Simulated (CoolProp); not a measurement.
Vapour-liquid equilibrium of R1234yf (1) + R134a (2) at 0.138 MPa; x and y are mole fractions of (1).

The numbers come from the multi-fluid Helmholtz-energy mixture model, Lemmon 2022 and Tillner-Roth 1994; pair parameters Bell 2022 in CoolProp.

Give the bubble temperature and the first vapour's composition at x = 0.125, 0.725, 0.875. Is there an azeotrope?

x = 0.125: 252.8 K, y = 0.163; x = 0.725: 250.6 K, y = 0.727; x = 0.875: 250.7 K, y = 0.868. y crosses x between x = 0.725 and 0.8: the model has an azeotrope there.

The pair parameters rest on a limited set of measurements; away from them the model extrapolates.
